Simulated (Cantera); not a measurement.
Charge: 1 mol HCl, 0.17 mol H2, 8 mol O2, equilibrated at 3100 K and 7.50 Torr.

Equilibrium computed with Cantera from the NASA thermochemical tables; the gas is ideal and each condensed phase is pure. Candidate condensed phases: H2O; 14 gas species. Equilibrium is a limit: real reactors are often held back by kinetics, nucleation or transport.

Base state: O 0.670, O2 0.180, H 0.0667, Cl 0.0640, OH 0.0163, HCl 0.00140, H2 0.000984, H2O 0.000673 (mole fractions); condensed: gas only.

Q: What changes in the equilibrium state with this change: temperature from 3100 K to 1550 K?

A: 
```json
[
 {"species": "O2", "before": "0.180", "after": "0.861"},
 {"species": "HCl", "before": "0.00140", "after": "0.0876"},
 {"species": "H2O", "before": "0.000673", "after": "0.0294"},
 {"species": "O", "before": "0.670", "after": "7.26e-5"},
 {"species": "H", "before": "0.0667", "after": "3.37e-7"},
 {"species": "OH", "before": "0.0163", "after": "0.000291"},
 {"species": "Cl", "before": "0.0640", "after": "0.0206"},
 {"species": "Cl2", "before": "3.21e-7", "after": "0.000646"},
 {"species": "H2", "before": "0.000984", "after": "1.15e-6"},
 {"species": "ClO", "before": "2.36e-5", "after": "4.41e-5"}
]
```

Q: What changes in the equilibrium state with this change: H2 from 0.17 to 0.35 mol?

A: 
```csv
species,before,after
O,0.670,0.658
O2,0.180,0.174
H,0.0667,0.0825
OH,0.0163,0.0198
Cl,0.0640,0.0624
H2,0.000984,0.00150
H2O,0.000673,0.00101
HCl,0.00140,0.00168
```

Q: What changes in the equilibrium state with this change: temperature from 3100 K to 1073.15 K?

A: 
```
species    before     after
-------  --------  --------
O2          0.180     0.870
HCl       0.00140    0.0958
H2O      0.000673    0.0261
O           0.670   1.17e-8
H          0.0667     <1e-9
OH         0.0163   1.00e-6
Cl         0.0640  0.000892
H2       0.000984     <1e-9
Cl2       3.21e-7   0.00685
ClO       2.36e-5   4.30e-6
```
